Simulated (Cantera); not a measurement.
Input: 1 mol AlCl₃, 0.84 mol HCl, a varied amount of N₂, held at 1800 K and 13300 Pa.

Cantera equilibrium calculation (NASA polynomials, part measured and part estimated; ideal gas, pure solids and liquids). Candidate condensed phases: Al, AlCl₃, AlN, NH₄Cl; 20 gas species. The tables' values for AlCl₂ are old estimates; treat these amounts as uncertain. The numbers say what is thermodynamically allowed, not how fast it happens.

x: gas mole fraction; nothing condenses.

```
n(N₂) (mol)   x N₂     x AlCl₃       x HCl        x Cl   x AlCl₂    x AlCl
-----------  -----  ----------  ----------  ----------  --------  --------
83           0.977      0.0110     0.00979     0.00105  0.000685  0.000132
110          0.983     0.00822     0.00742    0.000920  0.000586  0.000128
140          0.986     0.00641     0.00586    0.000823  0.000511  0.000125
180          0.989  (withheld)  (withheld)  (withheld)  0.000442  0.000122
230          0.991  (withheld)  (withheld)  (withheld)  0.000382  0.000118
300          0.993     0.00287     0.00275    0.000580  0.000325  0.000113
380          0.995     0.00223     0.00218    0.000521  0.000281  0.000109
490          0.996     0.00169     0.00169    0.000464  0.000239  0.000104
640          0.997     0.00126     0.00129    0.000411  0.000201   9.85e-5
820          0.997    0.000953     0.00101    0.000367  0.000170   9.34e-5
```

Some entries are withheld; supply them.


- 230, x AlCl₃: 0.00381
- 230, x HCl: 0.00358
- 230, x Cl: 0.000654
- 180, x AlCl₃: 0.00493
- 180, x HCl: 0.00457
- 180, x Cl: 0.000732
